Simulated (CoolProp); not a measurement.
Saturation properties of sulfur dioxide.

The numbers come from the reference Helmholtz-energy equation of state, Gao 2016 in CoolProp.

```json
[
 {"T (K)": "263.3", "p (kPa)": "102.1", "vapour density (kg/m³)": "3.072", "surface tension (mN/m)": "[?]"},
 {"T (K)": "267.4", "p (kPa)": "122.1", "vapour density (kg/m³)": "3.634", "surface tension (mN/m)": "27.7"},
 {"T (K)": "271.5", "p (kPa)": "145.3", "vapour density (kg/m³)": "4.274", "surface tension (mN/m)": "[?]"},
 {"T (K)": "275.7", "p (kPa)": "172.4", "vapour density (kg/m³)": "[?]", "surface tension (mN/m)": "26.0"},
 {"T (K)": "279.8", "p (kPa)": "202.6", "vapour density (kg/m³)": "5.839", "surface tension (mN/m)": "25.2"},
 {"T (K)": "284", "p (kPa)": "237.7", "vapour density (kg/m³)": "6.786", "surface tension (mN/m)": "24.4"},
 {"T (K)": "288.1", "p (kPa)": "276.4", "vapour density (kg/m³)": "7.821", "surface tension (mN/m)": "23.6"},
 {"T (K)": "292.2", "p (kPa)": "319.9", "vapour density (kg/m³)": "8.977", "surface tension (mN/m)": "[?]"},
 {"T (K)": "296.4", "p (kPa)": "369.7", "vapour density (kg/m³)": "[?]", "surface tension (mN/m)": "[?]"},
 {"T (K)": "300.5", "p (kPa)": "423.9", "vapour density (kg/m³)": "11.72", "surface tension (mN/m)": "21.2"},
 {"T (K)": "304.6", "p (kPa)": "484.0", "vapour density (kg/m³)": "13.30", "surface tension (mN/m)": "20.4"},
 {"T (K)": "308.8", "p (kPa)": "552.2", "vapour density (kg/m³)": "15.09", "surface tension (mN/m)": "[?]"},
 {"T (K)": "312.9", "p (kPa)": "625.6", "vapour density (kg/m³)": "17.01", "surface tension (mN/m)": "18.8"}
]
```

Problem. What belongs in the gaps?

Solution. 
- 263.3, surface tension (mN/m): 28.5
- 271.5, surface tension (mN/m): 26.9
- 275.7, vapour density (kg/m³): 5.018
- 292.2, surface tension (mN/m): 22.8
- 296.4, vapour density (kg/m³): 10.29
- 296.4, surface tension (mN/m): 22.0
- 308.8, surface tension (mN/m): 19.6

It boils at 263.1 K under 1 atm.

Surface tension comes from a separate correlation (Mulero 2012).
